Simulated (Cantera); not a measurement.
Cantera run:

```python
import numpy as np
import cantera as ct

gas_names = [...]  # 123 gases of nasa_gas.yaml made of C, H, O, Si
cond_names = """
    C(gr) C6H6(L) C7H8(L) C8H18(L),n-octa H2O(s) H2O(L) Si(cr) Si(L) SiC(b) SiO2(Lqz) SiO2(hqz) SiO2(L)
""".split()


# ... load() reads the species with a 1 bar reference pressure and builds the phases ...
atoms = {
    'SiC': {'Si': 1, 'C': 1},
    'CO2': {'C': 1, 'O': 2},
    'H2': {'H': 2},
}
top_T = {'C(gr)': 4500, 'SiC(b)': 3050}  # K; cautious upper limits of use, not melting points


# ... equilibrate(T, P, feed) seeds the gas with the atoms and calls Mixture.equilibrate('TP', solver="vcs", rtol=1e-11, max_steps=5000) ...
results = []
feed = {'SiC': 1, 'CO2': 0.049, 'H2': 1.5}  # mol
P = 101325  # Pa
for T in [1248, 1323, 1398, 1473, 1548, 1623, 1698, 1773]:
    mix = equilibrate(T, P, feed)
    results.append((T, P, feed, dict(zip(mix.species_names, mix.species_moles))))
    x = sorted(zip(gas.X, gas.species_names), reverse=True)
    print(f"T = {T:g} K  P = {P:g} Pa  gas = {mix.phase_moles(0):.4g} mol")
    print("   x: " + "  ".join(f"{s} {v:.3e}" for v, s in x if v > 1e-06))
    print("   condensed (mol): " + ("  ".join(f"{mix.phase(i).name} {mix.phase_moles(i):.4g}"
          for i in range(1, mix.n_phases) if mix.phase_moles(i) > 1e-12) or "none"))
```

It prints:

```
T = 1248 K  P = 101325 Pa  gas = 1.484 mol
   x: H2 9.888e-01  CH4 1.104e-02  CO 1.721e-04  H2O 2.652e-06  C2H4 1.427e-06
   condensed (mol): C(gr) 0.08122  SiC(b) 0.9511  SiO2(hqz) 0.04887
T = 1323 K  P = 101325 Pa  gas = 1.491 mol
   x: H2 9.923e-01  CH4 6.782e-03  CO 8.924e-04  H2O 6.578e-06  C2H4 1.750e-06  H 1.569e-06
   condensed (mol): C(gr) 0.08588  SiC(b) 0.9517  SiO2(hqz) 0.04833
T = 1398 K  P = 101325 Pa  gas = 1.499 mol
   x: H2 9.918e-01  CH4 4.353e-03  CO 3.863e-03  H2O 1.470e-05  SiO 4.784e-06  H 4.681e-06  C2H2,acetylene 2.431e-06  C2H4 2.082e-06
   condensed (mol): C(gr) 0.08276  SiC(b) 0.9539  SiO2(hqz) 0.04609
T = 1473 K  P = 101325 Pa  gas = 1.517 mol
   x: H2 9.827e-01  CO 1.435e-02  CH4 2.873e-03  H2O 2.993e-05  SiO 2.507e-05  H 1.246e-05  C2H2,acetylene 6.393e-06  C2H4 2.388e-06
   condensed (mol): C(gr) 0.06094  SiC(b) 0.9619  SiO2(hqz) 0.03807
T = 1548 K  P = 101325 Pa  gas = 1.561 mol
   x: H2 9.574e-01  CO 4.070e-02  CH4 1.736e-03  SiO 1.167e-04  H2O 5.320e-05  H 2.993e-05  C2H2,acetylene 1.247e-05  C2H4 2.163e-06  CH3 1.103e-06
   condensed (mol): SiC(b) 0.9827  SiO2(hqz) 0.0171
T = 1623 K  P = 101325 Pa  gas = 1.565 mol
   x: H2 9.571e-01  CO 4.151e-02  SiO 6.386e-04  CH4 6.229e-04  H2O 6.735e-05  H 6.717e-05  C2H2,acetylene 6.833e-06
   condensed (mol): SiC(b) 0.983  SiO2(hqz) 0.01596
T = 1698 K  P = 101325 Pa  gas = 1.571 mol
   x: H2 9.542e-01  CO 4.239e-02  SiO 2.989e-03  CH4 2.445e-04  H 1.403e-04  H2O 8.326e-05  C2H2,acetylene 3.965e-06  CO2 1.085e-06
   condensed (mol): SiC(b) 0.982  SiO2(L) 0.01329
T = 1773 K  P = 101325 Pa  gas = 1.59 mol
   x: H2 9.427e-01  CO 4.493e-02  SiO 1.188e-02  H 2.744e-04  CH4 1.058e-04  H2O 1.006e-04  SiH2 3.546e-06  C2H2,acetylene 2.563e-06  CO2 1.292e-06
   condensed (mol): SiC(b) 0.9774  SiO2(L) 0.003742
```

Cantera equilibrium calculation (NASA polynomials, part measured and part estimated; ideal gas, pure solids and liquids). Mutual solubility and eutectic melting of coexisting phases are not modelled. The tables hold silica as quartz up to 1696 K and as liquid above; real silica turns to tridymite and cristobalite and melts near 1996 K.
